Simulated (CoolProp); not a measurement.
p-xylene at 296 K and 3.52 MPa is throttled through a valve to 0.377 MPa with no heat exchange. Each further row changes one setting.

Model: reference Helmholtz-energy equation of state, Zhou 2012, in CoolProp.

```tsv
case	temperature change (K)	final density (kg/m³)
as stated	+1.5	858
outlet pressure 0.113 MPa	+1.6	857
outlet pressure 0.49 MPa	+1.5	858
```
